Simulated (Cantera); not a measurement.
Standard-state values (1 bar) from the NASA 1993 polynomials, evaluated with Cantera. Values are per mole of reaction as written; species without (g) are pure solids or liquids, kept so even where they would boil at 1 bar.

Mg(g) + 2 F(g) = MgF₂

```
T (K)  ΔH° (kJ)  ΔS° (J/K)  ΔG° (kJ)  log10 K  condensed phases
-----  --------  ---------  --------  -------  ----------------
300     -1430.2     -408.9   -1307.5   227.65           MgF₂(s)
973     -1423.4     -399.5   -1034.7    55.55           MgF₂(s)
1123    -1420.7     -397.0    -975.0    45.35           MgF₂(s)
1273          ?          ?         ?        ?           MgF₂(s)
1423          ?          ?         ?        ?           MgF₂(s)
1573    -1352.8     -351.9    -799.3    26.54           MgF₂(l)
1723          ?          ?         ?        ?           MgF₂(l)
1873    -1343.1     -346.3    -694.6    19.37           MgF₂(l)
2023    -1338.3     -343.8    -642.8    16.60           MgF₂(l)
2173    -1333.4     -341.4    -591.4    14.22           MgF₂(l)
```

What belongs in the gaps?


- 1273, ΔH° (kJ): -1417.9
- 1273, ΔS° (J/K): -394.6
- 1273, ΔG° (kJ): -915.6
- 1273, log10 K: 37.57
- 1423, ΔH° (kJ): -1415.0
- 1423, ΔS° (J/K): -392.4
- 1423, ΔG° (kJ): -856.6
- 1423, log10 K: 31.44
- 1723, ΔH° (kJ): -1348.0
- 1723, ΔS° (J/K): -348.9
- 1723, ΔG° (kJ): -746.7
- 1723, log10 K: 22.64
